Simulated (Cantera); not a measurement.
Input (Python, Cantera):

```python
import numpy as np
import cantera as ct

gas = ct.Solution("h2o2.yaml")


def delay(T, t_max=10):
    gas.TPX = T, 100000, {'H2': 1, 'O2': 0.877, 'N2': 3.3}
    reactor = ct.IdealGasReactor(gas, clone=False)
    net = ct.ReactorNet([reactor])
    net.rtol, net.atol = 1e-8, 1e-16
    while net.time < t_max:
        t_old, T_old = net.time, reactor.T
        net.step()
        if reactor.T > T + 400:  # ignition: a rise of 400 K
            return t_old + (T + 400 - T_old) / (reactor.T - T_old) * (net.time - t_old)
    return np.nan


taus = []
for T in [875, 925, 975, 1025, 1075, 1125, 1175, 1225]:
    taus.append(delay(T))
    print(f"T0 = {T:6g} K   tau = {taus[-1]:.4e} s")

# d ln(tau) / d ln(k), from doubling and halving each rate constant
T, sens = 925, []
for i in range(gas.n_reactions):
    gas.set_multiplier(2.0, i)
    up = delay(T)
    gas.set_multiplier(0.5, i)
    down = delay(T)
    gas.set_multiplier(1.0, i)
    sens.append((np.log(up / down) / np.log(4.0), gas.reaction(i).equation))
sens.sort(key=lambda x: -abs(x[0]))
print(f"sensitivities at {T} K")
for s, eq in sens[:10]:
    print(f"{s:8.3f}  {eq}")
```

It prints:

```
T0 =    875 K   tau = 8.2733e-01 s
T0 =    925 K   tau = 7.5061e-02 s
T0 =    975 K   tau = 6.0701e-04 s
T0 =   1025 K   tau = 1.9074e-04 s
T0 =   1075 K   tau = 1.0888e-04 s
T0 =   1125 K   tau = 7.3287e-05 s
T0 =   1175 K   tau = 5.3628e-05 s
T0 =   1225 K   tau = 4.1427e-05 s
sensitivities at 925 K
  -4.609  H + O2 <=> O + OH
   2.781  H + O2 + N2 <=> HO2 + N2
   0.931  H + O2 + M <=> HO2 + M
  -0.601  H + H2O2 <=> H2 + HO2
  -0.466  2 OH (+M) <=> H2O2 (+M)
   0.456  H + O2 + O2 <=> HO2 + O2
  -0.395  H + HO2 <=> 2 OH
   0.158  H + HO2 <=> H2 + O2
   0.122  2 HO2 <=> H2O2 + O2
   0.062  2 HO2 <=> H2O2 + O2
```

Computed with Cantera and the H2/O2 subset of GRI-Mech 3.0, which has no nitrogen chemistry. Below about 950 K walls govern HO2 and H2O2 in real vessels.
